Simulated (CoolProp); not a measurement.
Vapour-liquid equilibrium of n-hexane (1) + m-xylene (2) at 361 kPa; x and y are mole fractions of (1).

Values from CoolProp's multi-fluid Helmholtz-energy mixture model, Thol 2019 and Zhou 2012; pair parameters Bell 2016.

Question: Give the bubble temperature and the first vapour's composition at x = 0.05, 0.5, 0.95. Is there an azeotrope?

Answer: x = 0.05: 186.0 °C, y = 0.175; x = 0.5: 136.7 °C, y = 0.848; x = 0.95: 117.3 °C, y = 0.986. No azeotrope shows between x = 0.05 and 0.95.

Pair parameters are fitted to limited data, so mixtures are less certain than the pure fluids. The gap from Raoult's law changes sign with composition, which may be real or a fault of the pair parameters; it wasn't checked against measurements.
